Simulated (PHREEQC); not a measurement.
0.89 g of hydrous ferric oxide (600 m²/g; 0.2 weak and 0.005 strong sites per Fe, Dzombak-Morel constants, diffuse double layer) in 1 kg of water with 0.1 mol/kgw of an inert sodium salt and 0.0018 mol NaF and 2.5e-06 mol CuSO4, at 25 °C; the pH is set by adding NaOH or the inert anion's acid. Oxygen alone is held at its pressure in air (log pO2 = -0.68). The system is closed to CO2. Nothing may precipitate in this run.

The series has 13 steps of pH, from 4 to 12.

The numbers come from PHREEQC with the ion-association model, wateq4f.dat.

Problem. Near which pH is half of the F sorbed, and on which side is more sorbed?

Solution. Near pH 5.0, with more sorbed at lower pH.

Problem. Near which pH is half of the S sorbed, and on which side is more sorbed?

Solution. Near pH 5.6, with more sorbed at lower pH.

Problem. Near which pH is half of the Cu sorbed, and on which side is more sorbed?

Solution. Near pH 4.5, with more sorbed at higher pH.

The database's constant for dissolved Cu(OH)2 is higher than later reviews accept.
